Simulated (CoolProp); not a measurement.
Vapour-liquid equilibrium of CHF3 (R23) (1) + C2F6 (R116) (2) at 202.5 K; x and y are mole fractions of (1).

Computed with CoolProp (multi-fluid Helmholtz-energy mixture model, Penoncello 2003 and Lemmon 2006; pair parameters Bell 2016).

```json
[
 {"x": "0.05", "bubble pressure (MPa)": "0.1761", "y at the bubble point": "0.186", "dew pressure at overall composition x (MPa)": "0.1552", "liquid density (mol/L)": "11.61"},
 {"x": "0.125", "bubble pressure (MPa)": "0.2044", "y at the bubble point": "0.335", "dew pressure at overall composition x (MPa)": "0.1662", "liquid density (mol/L)": "11.96"},
 {"x": "0.2", "bubble pressure (MPa)": "0.2222", "y at the bubble point": "0.418", "dew pressure at overall composition x (MPa)": "0.1785", "liquid density (mol/L)": "12.35"},
 {"x": "0.275", "bubble pressure (MPa)": "0.2332", "y at the bubble point": "0.471", "dew pressure at overall composition x (MPa)": "0.1923", "liquid density (mol/L)": "12.77"},
 {"x": "0.35", "bubble pressure (MPa)": "0.2399", "y at the bubble point": "0.507", "dew pressure at overall composition x (MPa)": "0.2076", "liquid density (mol/L)": "13.24"},
 {"x": "0.425", "bubble pressure (MPa)": "0.2439", "y at the bubble point": "0.535", "dew pressure at overall composition x (MPa)": "0.2237", "liquid density (mol/L)": "13.75"},
 {"x": "0.5", "bubble pressure (MPa)": "0.2460", "y at the bubble point": "0.559", "dew pressure at overall composition x (MPa)": "0.2387", "liquid density (mol/L)": "14.32"},
 {"x": "0.575", "bubble pressure (MPa)": "0.2468", "y at the bubble point": "0.581", "dew pressure at overall composition x (MPa)": "0.2468", "liquid density (mol/L)": "14.95"},
 {"x": "0.65", "bubble pressure (MPa)": "0.2463", "y at the bubble point": "0.606", "dew pressure at overall composition x (MPa)": "0.2425", "liquid density (mol/L)": "15.65"},
 {"x": "0.725", "bubble pressure (MPa)": "0.2439", "y at the bubble point": "0.637", "dew pressure at overall composition x (MPa)": "0.2317", "liquid density (mol/L)": "16.42"},
 {"x": "0.8", "bubble pressure (MPa)": "0.2386", "y at the bubble point": "0.680", "dew pressure at overall composition x (MPa)": "0.2192", "liquid density (mol/L)": "17.27"},
 {"x": "0.875", "bubble pressure (MPa)": "0.2281", "y at the bubble point": "0.747", "dew pressure at overall composition x (MPa)": "0.2067", "liquid density (mol/L)": "18.22"},
 {"x": "0.95", "bubble pressure (MPa)": "0.2085", "y at the bubble point": "0.864", "dew pressure at overall composition x (MPa)": "0.1948", "liquid density (mol/L)": "19.26"}
]
```

y crosses x between x = 0.575 and 0.65: the model has an azeotrope there.

The pair parameters rest on a limited set of measurements; away from them the model extrapolates.
